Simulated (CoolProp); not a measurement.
A simple Rankine cycle with water: condensing at 295.15 K, boiler at 4.43 MPa, turbine inlet 531.7 K, turbine efficiency 0.65, pump efficiency 0.6, no recuperator. Each further row changes one setting.

The numbers come from the reference Helmholtz-energy equation of state, Wagner 2002 in CoolProp.

```tsv
case	thermal efficiency (%)	net work (kJ/kg)	heat in (kJ/kg)	turbine exit temperature (K)	volume ratio over the turbine
as stated	24.4	660	2710	295.1	951
turbine inlet 551.7 K	24.5	682	2780	295.1	902
condensing temperature 287.15 K	25.2	690	2740	287.1	1520
boiler pressure 3.1 MPa	23.6	656	2780	295.1	638
turbine efficiency 0.55	20.6	558	2710	295.1	999
```

The expansion ends wet for: as stated; turbine inlet 551.7 K; condensing temperature 287.15 K; boiler pressure 3.1 MPa; turbine efficiency 0.55.
